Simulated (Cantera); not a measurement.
A perfectly stirred reactor is fed with CH4 : CO : O2 : N2 = 1.5 : 1 : 5.21 : 19.6 (molar parts), at 51000 Pa; it is adiabatic with a 750 K inlet, and is followed from long to short residence time, starting on the burning branch (τ in s: 0.33, 0.12, 0.04, 0.014, 0.0048, 0.0016, 0.00057, 0.0002, 6.8e-05, 2.4e-05, 8.2e-06).

Detailed kinetics in Cantera: GRI-Mech 3.0 (53 species, 325 reactions).

Problem. Predict: blow-out, bracketed by the residence times tried; x(CH4) at τ = 0.330 s; x(CO) at τ = 0.330 s; x(O2) at τ = 0.330 s; x(H2) at τ = 0.330 s; x(CH4) at τ = 1.60 ms; x(CO) at τ = 1.60 ms; x(O2) at τ = 1.60 ms; x(H2) at τ = 1.60 ms.

Solution. 
| Item | Value |
|---|---|
| blow-out, bracketed by the residence times tried | burning at 0.200 ms, out at 68.0 µs |
| x(CH4) at τ = 0.330 s | 1.12e-6 |
| x(CO) at τ = 0.330 s | 0.00265 |
| x(O2) at τ = 0.330 s | 0.0627 |
| x(H2) at τ = 0.330 s | 0.000613 |
| x(CH4) at τ = 1.60 ms | 6.59e-5 |
| x(CO) at τ = 1.60 ms | 0.0170 |
| x(O2) at τ = 1.60 ms | 0.0689 |
| x(H2) at τ = 1.60 ms | 0.00429 |
